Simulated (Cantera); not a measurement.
A closed system holds: 1 mol CH3Cl, 0.012 mol F2, equilibrated at 0.450 bar.

Equilibrium computed with Cantera from the NASA thermochemical tables; the gas is ideal and each condensed phase is pure. Candidate condensed phases: C, C6H6, C7H8, C8H18; 118 gas species. Equilibrium is a limit: real reactors are often held back by kinetics, nucleation or transport. All values below are at 1475 °C.

Base state: HCl 0.497, H2 0.491, HF 0.0119, H 0.000239, Cl 0.000186, CH4 9.97e-5, C2H2 (acetylene) 5.54e-5 (mole fractions); condensed: C(graphite).

Q: What changes in the equilibrium state with this change: F2 from 0.012 to 0.033 mol?

A: 
```
species            before    after
----------------  -------  -------
HCl                 0.497    0.492
H2                  0.491    0.475
HF                 0.0119   0.0325
CH4               9.97e-5  9.35e-5
C2H2 (acetylene)  5.54e-5  5.37e-5
C(graphite), mol    1.000    1.000
```
